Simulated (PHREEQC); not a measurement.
Dissolve 2.6 mmol/kgw NH4Cl, 0.42 mmol/kgw NaF and 0.061 mmol/kgw KCl at 40 °C. Closed to the air; pH follows from the charge balance.

Computed with PHREEQC (ion-association model, wateq4f.dat).

```tsv
quantity	before	after
pH	5.84	5.72
ionic strength (mol/kgw)	0.00308	0.00266
```

**Question.** Name the change that produced these shifts.
(A) NH4Cl replaced by MnCl2 at the same molality
(B) 0.0027 mol/kgw NH4BF4 added
(C) NaF from 0.00042 to 0.0042 mol/kgw
(D) NaF left out
(E) temperature from 40 to 35 °C

**Answer.** D, NaF left out

Precipitation was switched off in this run. Away from 25 °C the constants follow the database's enthalpies or fits; those with neither stay at their 25 °C values.
